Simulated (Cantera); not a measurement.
**Hydrocarbon pyrolysis for carbon deposition**

An isothermal, constant-pressure homogeneous reactor starts with 2.70 % C3H8, 97.3 % H2, at 1273 K and 0.920 bar.

Computed with Cantera and GRI-Mech 3.0 (53 species, 325 reactions). GRI-Mech 3.0 was tuned for natural gas; its chemistry of propane as a main component is partial and can be far from experiment. GRI-Mech 3.0 stops at C3 and has no aromatics, soot or wall deposition, so with more carbon than oxygen in the feed, carbon stays in small species such as C2H2 where larger ones or solid carbon would form.

```tsv
t (s)	x C3H8	x H2	x CH4	x C2H	x H
0.000400	0.0142	0.961	0.0124	<1e-12	3.02e-5
0.00181	0.00171	0.949	0.0254	2.84e-12	1.85e-5
0.00818	3.23e-5	0.946	0.0281	3.19e-12	7.41e-6
0.0370	1.10e-6	0.945	0.0306	6.96e-12	6.71e-6
0.167	8.48e-7	0.941	0.0381	9.18e-12	5.58e-6
0.757	5.26e-7	0.933	0.0538	4.41e-12	3.89e-6
3.42	1.28e-7	0.924	0.0719	<1e-12	2.02e-6
15.5	6.41e-9	0.919	0.0801	<1e-12	8.28e-7
70.0	2.55e-9	0.919	0.0807	<1e-12	7.18e-7
```
x: mole fraction; the columns are a selection and need not sum to one.

Equilibrium at this temperature and pressure: C3H8 2.55e-9, H2 0.919, CH4 0.0807, C2H <1e-12, H 7.18e-7 (gas phase only).
